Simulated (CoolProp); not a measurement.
Vapour-liquid equilibrium of CF4 (R14) (1) + CHF3 (R23) (2) at 179.5 K; x and y are mole fractions of (1).

The numbers come from the multi-fluid Helmholtz-energy mixture model, Platzer 1990 and Penoncello 2003; pair parameters Bell 2016 in CoolProp. This equation is an older, rougher fit; its heat capacities, sound speeds and derivatives of the liquid may be far off and weren't checked against measurements.

Question: Give the bubble pressure and the first vapour's composition at x = 0.05, 0.25, 0.75. Is there an azeotrope?

Answer: x = 0.05: 163.9 kPa, y = 0.704; x = 0.25: 434.1 kPa, y = 0.895; x = 0.75: 593.9 kPa, y = 0.940. No azeotrope shows between x = 0.05 and 0.95.

Pair parameters are fitted to limited data, so mixtures are less certain than the pure fluids. With so large a gap from Raoult's law the liquid may split in two, which this calculation doesn't test in full.
